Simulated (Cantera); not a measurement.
An adiabatic, constant-pressure homogeneous reactor starts with CH₄ : O₂ : N₂ = 1 : 3.08 : 26.8 (molar parts), at 1600 K and 760 Torr. Integrator tolerance rtol = 1e-08.

Model: GRI-Mech 3.0 (53 species, 325 reactions), integrated in Cantera.

Task: What does this change do: pressure from 760 Torr to 315 Torr?

Result: 
```json
[
 {"quantity": "time of steepest temperature rise", "before": "0.772 ms", "after": "1.60 ms"},
 {"quantity": "temperature at 6.00 s", "before": "2247 K", "after": "2236 K"},
 {"quantity": "equilibrium temperature", "before": "2247 K", "after": "2236 K"},
 {"quantity": "x(CH₄) at 6.00 s", "before": "<1e-12 (gas-phase equilibrium <1e-12)", "after": "<1e-12 (gas-phase equilibrium <1e-12)"},
 {"quantity": "x(O₂) at 6.00 s", "before": "0.0320 (gas-phase equilibrium 0.0320)", "after": "0.0322 (gas-phase equilibrium 0.0322)"},
 {"quantity": "x(CH₃) at 6.00 s", "before": "<1e-12 (gas-phase equilibrium <1e-12)", "after": "<1e-12 (gas-phase equilibrium <1e-12)"},
 {"quantity": "x(CH₂O) at 6.00 s", "before": "<1e-12 (gas-phase equilibrium <1e-12)", "after": "<1e-12 (gas-phase equilibrium <1e-12)"},
 {"quantity": "x(CO₂) at 6.00 s", "before": "0.0309 (gas-phase equilibrium 0.0309)", "after": "0.0303 (gas-phase equilibrium 0.0303)"}
]
```

Task: What does this change do: pressure from 760 Torr to 4650 Torr?

Result: 
```csv
quantity,before,after
time of steepest temperature rise,0.772 ms,0.196 ms
temperature at 6.00 s,2247 K,2262 K
equilibrium temperature,2247 K,2262 K
x(CH₄) at 6.00 s,<1e-12 (gas-phase equilibrium <1e-12),<1e-12 (gas-phase equilibrium <1e-12)
x(O₂) at 6.00 s,0.0320 (gas-phase equilibrium 0.0320),0.0318 (gas-phase equilibrium 0.0318)
x(CH₃) at 6.00 s,<1e-12 (gas-phase equilibrium <1e-12),<1e-12 (gas-phase equilibrium <1e-12)
x(CH₂O) at 6.00 s,<1e-12 (gas-phase equilibrium <1e-12),<1e-12 (gas-phase equilibrium <1e-12)
x(CO₂) at 6.00 s,0.0309 (gas-phase equilibrium 0.0309),0.0317 (gas-phase equilibrium 0.0317)
```
